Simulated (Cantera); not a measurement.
An isothermal, constant-pressure homogeneous reactor starts with 1.30 % CH2O, 3.99 % O2, 92.7 % N2, 2.04 % H2O, at 1375 K and 1.00 bar.

Computed with Cantera and GRI-Mech 3.0 (53 species, 325 reactions).

Predict: x(O2) at 200 s; x(N2O) at 200 s; x(NO) at 200 s; x(CO2) at 200 s.


| Item | Value |
|---|---|
| x(O2) at 200 s | 0.0269 (gas-phase equilibrium 0.0268) |
| x(N2O) at 200 s | 1.70e-8 (gas-phase equilibrium 1.70e-8) |
| x(NO) at 200 s | 9.60e-7 (gas-phase equilibrium 0.000244) |
| x(CO2) at 200 s | 0.0130 (gas-phase equilibrium 0.0130) |
